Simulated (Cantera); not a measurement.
Reactions in the system C-H-Na-S

Standard-state values (1 bar) from the NASA 1993 polynomials, evaluated with Cantera. Values are per mole of reaction as written; species without (g) are pure solids or liquids, kept so even where they would boil at 1 bar.

2 H(g) + Na2S = 2 Na(g) + H2S(g)

```
T (K)  ΔH° (kJ)  ΔS° (J/K)  ΔG° (kJ)  log10 K
-----  --------  ---------  --------  -------
300       124.1      187.2      67.9   -11.83
373       120.6      176.6      54.7    -7.66
398       119.3      173.5      50.3    -6.60
423       118.1      170.5      46.0    -5.68
448       116.9      167.7      41.8    -4.87
473       115.7      165.1      37.6    -4.15
498       114.5      162.6      33.5    -3.52
```

CS2(g) + C3H8(g) + 4 Na(g) = 2 Na2S + 2 C2H4(g)

```tsv
T (K)	ΔH° (kJ)	ΔS° (J/K)	ΔG° (kJ)	log10 K
300	-1068.6	-491.7	-921.1	160.37
373	-1065.1	-481.2	-885.6	124.01
398	-1063.9	-478.2	-873.6	114.65
423	-1062.7	-475.3	-861.6	106.40
448	-1061.5	-472.5	-849.8	99.08
473	-1060.3	-469.9	-838.0	92.54
498	-1059.1	-467.5	-826.3	86.67
```
